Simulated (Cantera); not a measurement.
A closed system holds: 1 mol Si₂Cl₆, 4.1 mol NH₃, 2.4 mol N₂, at 12.0 Pa.

Cantera equilibrium calculation (NASA polynomials, part measured and part estimated; ideal gas, pure solids and liquids). Candidate condensed phases: NH₄Cl, Si, Si₃N₄; 28 gas species. The feed counts by its element totals alone. The tables' values for SiCl₃ are old estimates; treat these amounts as uncertain. The numbers say what is thermodynamically allowed, not how fast it happens. All values below are at 975 K.

Base state: HCl 0.428, H₂ 0.290, N₂ 0.266, SiCl₄ 0.0158, SiCl₃ 0.000130, SiHCl₃ 6.13e-5, SiCl₂ 3.03e-5 (mole fractions); condensed: Si₃N₄(s).

**Question.** What changes in the equilibrium state with this change: N₂ from 2.4 to 5.4 mol?

**Answer.** 
```json
[
 {"species": "N₂", "before": "0.266", "after": "0.408"},
 {"species": "HCl", "before": "0.428", "after": "0.356"},
 {"species": "H₂", "before": "0.290", "after": "0.226"},
 {"species": "SiCl₄", "before": "0.0158", "after": "0.00941"},
 {"species": "SiHCl₃", "before": "6.13e-5", "after": "3.41e-5"},
 {"species": "SiCl₃", "before": "0.000130", "after": "8.20e-5"},
 {"species": "SiCl₂", "before": "3.03e-5", "after": "2.02e-5"},
 {"species": "Si₃N₄(s), mol", "before": "0.601", "after": "0.618"}
]
```

**Question.** What changes in the equilibrium state with this change: NH₃ from 4.1 to 16 mol?

**Answer.** 
```csv
species,before,after
H₂,0.290,0.582
N₂,0.266,0.251
HCl,0.428,0.166
SiCl₄,0.0158,9.23e-5
SiCl₃,0.000130,2.77e-6
SiHCl₃,6.13e-5,1.85e-6
"Si₃N₄(s), mol",0.601,0.665
```

**Question.** What changes in the equilibrium state with this change: pressure from 12.0 Pa to 0.920 bar?

**Answer.** 
```
species          before    after
-------------  --------  -------
H₂                0.290    0.358
HCl               0.428    0.303
N₂                0.266    0.291
SiCl₄            0.0158   0.0484
NH₃             6.67e-9  7.33e-5
SiCl₂           3.03e-5  2.98e-8
SiCl₃          0.000130  7.13e-6
Si₃N₄(s), mol     0.601    0.471
```
